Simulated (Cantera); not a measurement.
Feed: 1 mol Si, 0.0027 mol O2, 3.5 mol N2, equilibrated at 15.0 mbar.

Equilibrium computed with Cantera from the NASA thermochemical tables; the gas is ideal and each condensed phase is pure. Candidate condensed phases: Si, SiO2, Si2N2O, Si3N4; 16 gas species. N2 is the only nitrogen source here; it is nearly inert below about 1500 K, so the nitride shown seldom forms there in practice. Mutual solubility and eutectic melting of coexisting phases are not modelled. The tables' values for SiN are old estimates; treat these amounts as uncertain. Equilibrium is a limit: real reactors are often held back by kinetics, nucleation or transport.

x: gas mole fraction; n: condensed amount in mol.

| T (°C) | x N2 | x Si | x SiO | x Si2N | n Si2N2O(s) | n Si3N4(s) | n Si(l) |
|---|---|---|---|---|---|---|---|
| 650 | 1.00 | <1e-12 | <1e-12 | <1e-12 | 0.00540 | 0.330 | 0 |
| 750 | 1.00 | <1e-12 | <1e-12 | <1e-12 | 0.00540 | 0.330 | 0 |
| 850 | 1.00 | <1e-12 | [?] | <1e-12 | 0.00540 | 0.330 | 0 |
| 950 | 1.00 | <1e-12 | [?] | <1e-12 | 0.00540 | 0.330 | 0 |
| 1050 | 1.00 | 9.08e-12 | [?] | <1e-12 | 0.00540 | 0.330 | 0 |
| 1150 | 1.000 | 7.55e-10 | [?] | 1.70e-12 | 0.00540 | 0.330 | 0 |
| 1250 | 1.000 | 3.48e-8 | [?] | 2.23e-10 | 0.00535 | 0.330 | 0 |
| 1350 | 1.000 | 9.95e-7 | [?] | 1.58e-8 | 0.00460 | 0.330 | 0 |
| 1450 | 0.998 | 1.92e-5 | 0.00190 | 6.76e-7 | 0 | 0.332 | 0 |
| 1550 | 0.998 | 0.000265 | 0.00190 | 1.89e-5 | 0 | 0.331 | 0 |
| 1650 | 0.997 | 0.00113 | 0.00154 | 6.16e-5 | 0 | 0 | 0.990 |
| 1750 | 0.994 | 0.00379 | 0.00153 | 0.000147 | 0 | 0 | 0.979 |
| 1850 | 0.986 | 0.0113 | 0.00152 | 0.000321 | 0 | 0 | 0.950 |

### Question
Complete the blanks.

### Answer

- 850, x SiO: 1.35e-12
- 950, x SiO: 2.25e-10
- 1050, x SiO: 1.70e-8
- 1150, x SiO: 6.89e-7
- 1250, x SiO: 1.70e-5
- 1350, x SiO: 0.000281
